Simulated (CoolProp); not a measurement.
Vapour-liquid equilibrium of R143a (1) + n-butane (2) at 0.594 MPa; x and y are mole fractions of (1).

Model: multi-fluid Helmholtz-energy mixture model, Lemmon and Jacobsen 2000 and Bücker 2006; pair parameters Bell 2016, in CoolProp.

```tsv
x	bubble temperature, mixture model (°C)	bubble temperature, Raoult's law (°C)	y, mixture model	y, Raoult's law
0.05	41.4	50.5	0.333	0.196
0.2	18.1	35.4	0.686	0.552
0.35	10.2	24.7	0.776	0.737
0.5	6.4	16.4	0.819	0.844
0.65	3.8	9.9	0.855	0.913
0.8	1.4	4.5	0.900	0.959
0.95	-0.7	0.0	0.968	0.991
```

The largest gap from Raoult's law is -17.3 K in bubble temperature, at x = 0.2. No azeotrope shows between x = 0.05 and 0.95.

The pair parameters rest on a limited set of measurements; away from them the model extrapolates. With so large a gap from Raoult's law the liquid may split in two, which this calculation doesn't test in full.
